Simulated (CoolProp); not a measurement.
The numbers come from the reference Helmholtz-energy equation of state, Thol 2014 in CoolProp.

**Question.** For diethyl ether, give the phase and the isothermal compressibility (1/MPa), expansivity (1/kK) at 155.55 °C and 2960 kPa; 242.35 °C and 2960 kPa.

**Answer.** 
- 155.55 °C and 2960 kPa: liquid; isothermal compressibility 0.0191, expansivity 4.73
- 242.35 °C and 2960 kPa: gas; isothermal compressibility 0.455, expansivity 4.63
